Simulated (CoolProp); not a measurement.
Vapour-liquid equilibrium of n-pentane (1) + acetone (2) at 357.8 K; x and y are mole fractions of (1).

Computed with CoolProp (multi-fluid Helmholtz-energy mixture model, Thol 2019 and Lemmon 2006; pair parameters Bell 2016).

```csv
x,bubble pressure (bar),y at the bubble point,dew pressure at overall composition x (bar),liquid density (mol/L)
0.05,2.951,0.191,2.575,11.92
0.15,3.641,0.387,2.831,11.24
0.25,4.066,0.487,3.134,10.62
0.35,4.328,0.549,3.492,10.06
0.45,4.494,0.595,3.906,9.561
0.55,4.597,0.636,4.333,9.117
0.65,4.653,0.678,4.622,8.725
0.75,4.655,0.730,4.640,8.382
0.85,4.573,0.801,4.482,8.083
0.95,4.342,0.914,4.256,7.825
```

y crosses x between x = 0.65 and 0.75: the model has an azeotrope there.

The pair parameters rest on a limited set of measurements; away from them the model extrapolates.
